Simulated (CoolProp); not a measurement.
A simple Rankine cycle with R21: condensing at 291.15 K, boiler at 2.16 MPa, turbine inlet 472 K, turbine efficiency 0.85, pump efficiency 0.7, no recuperator. Each further row changes one setting.

Computed with CoolProp (reference Helmholtz-energy equation of state, Platzer 1990). This equation is an older, rougher fit; its heat capacities, sound speeds and derivatives of the liquid may be far off and weren't checked against measurements.

```
case                             thermal efficiency (%)  net work (kJ/kg)  heat in (kJ/kg)  turbine exit temperature (K)  volume ratio over the turbine
-------------------------------  ----------------------  ----------------  ---------------  ----------------------------  -----------------------------
as stated                                          19.8              66.8              338                         349.0                           12.6
condensing temperature 283.15 K                    21.1              73.3              347                         338.1                           16.5
boiler pressure 1.51 MPa                           17.8              61.5              345                         367.0                           8.86
turbine efficiency 0.75                            17.4              58.7              338                         361.2                           13.1
```
